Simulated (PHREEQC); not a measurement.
**Geothermal or formation water: an equilibrium model**

A made-up water analysis in mg/kgw, 55 °C, pH 8.37, pe 9.6:

| constituent | mg/kgw |
|---|---|
| Na | 7090 |
| K | 2460 |
| Ca | 129 |
| Mg | 2560 |
| Cl | 17600 |
| S(6) as SO4 | 4020 |
| Alkalinity as HCO3 | 26.6 |
| Li | 1.45 |

Valence states are taken as typed.

All values are PHREEQC results (ion-association model, wateq4f.dat), not measurements.

The ionic strength is 0.634 mol/kgw and the activity of water comes out as 0.983. The charge-balance error is 0.8 %.

```tsv
species	molality	activity	log γ
Cl-	0.496	0.304	-0.213
Na+	0.304	0.210	-0.161
Mg+2	0.0833	0.0223	-0.572
K+	0.0614	0.0376	-0.213
MgSO4	0.0217	0.0251	0.063
SO4-2	0.0138	0.00238	-0.764
NaSO4-	0.00447	0.00297	-0.177
Ca+2	0.00286	0.000665	-0.634
KSO4-	0.00152	0.00101	-0.177
CaSO4	0.000352	0.000407	0.063
```

No solid was allowed to form. The solution is supersaturated, for example in Magnesite (slow to form), so a real one may precipitate; this is no full list. At this temperature some constants are extrapolated from 25 °C, and those without enthalpy data are left unchanged.
